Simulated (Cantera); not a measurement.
Adiabatic ignition

An adiabatic, constant-pressure homogeneous reactor starts with CH4 : C2H6 : O2 : N2 = 1 : 0.16 : 7.11 : 64 (molar parts), equivalence ratio 0.36, at 1625 K and 0.540 bar.

Cantera simulation using GRI-Mech 3.0 (53 species, 325 reactions); the numbers are that mechanism's predictions, not measurements.

| t (s) | T (K) | x CH4 | x C2H6 | x O2 | x O | x H | x CH2O |
|---|---|---|---|---|---|---|---|
| 2.00e-6 | 1625 | 0.0138 | 0.00220 | 0.0984 | 4.35e-8 | 7.92e-8 | 6.57e-8 |
| 6.02e-6 | 1625 | 0.0138 | 0.00218 | 0.0984 | 2.63e-7 | 2.99e-7 | 6.27e-7 |
| 1.81e-5 | 1624 | 0.0138 | 0.00210 | 0.0984 | 1.57e-6 | 1.91e-6 | 6.21e-6 |
| 5.45e-5 | 1622 | 0.0136 | 0.00178 | 0.0981 | 1.23e-5 | 2.02e-5 | 9.19e-5 |
| 0.000164 | 1738 | 0.00366 | 2.34e-5 | 0.0816 | 0.000603 | 0.000848 | 0.000552 |
| 0.000494 | 1869 | <1e-12 | <1e-12 | 0.0609 | 0.00758 | 0.00331 | <1e-12 |
| 0.00149 | 1946 | <1e-12 | <1e-12 | 0.0615 | 0.00351 | 0.000998 | <1e-12 |
| 0.00447 | 1992 | <1e-12 | <1e-12 | 0.0622 | 0.000994 | 0.000147 | <1e-12 |
| 0.0135 | 2006 | <1e-12 | <1e-12 | 0.0625 | 0.000296 | 2.37e-5 | <1e-12 |
| 0.0405 | 2008 | <1e-12 | <1e-12 | 0.0625 | 0.000243 | 1.76e-5 | <1e-12 |
| 0.122 | 2007 | <1e-12 | <1e-12 | 0.0625 | 0.000242 | 1.76e-5 | <1e-12 |
| 0.367 | 2007 | <1e-12 | <1e-12 | 0.0624 | 0.000241 | 1.75e-5 | <1e-12 |
| 1.10 | 2005 | <1e-12 | <1e-12 | 0.0621 | 0.000238 | 1.72e-5 | <1e-12 |
| 3.32 | 2002 | <1e-12 | <1e-12 | 0.0613 | 0.000230 | 1.67e-5 | <1e-12 |
| 10.0 | 1998 | <1e-12 | <1e-12 | 0.0606 | 0.000223 | 1.61e-5 | <1e-12 |
x: mole fraction; the columns are a selection and need not sum to one.

```yaml
time_of_steepest_temperature_rise: 0.171 ms
temperature at 10.0 s: 1998 K
equilibrium_temperature: 1998 K
x(CH4) at 10.0 s: <1e-12 (gas-phase equilibrium <1e-12)
x(C2H6) at 10.0 s: <1e-12 (gas-phase equilibrium <1e-12)
x(O2) at 10.0 s: 0.0606 (gas-phase equilibrium 0.0604)
```
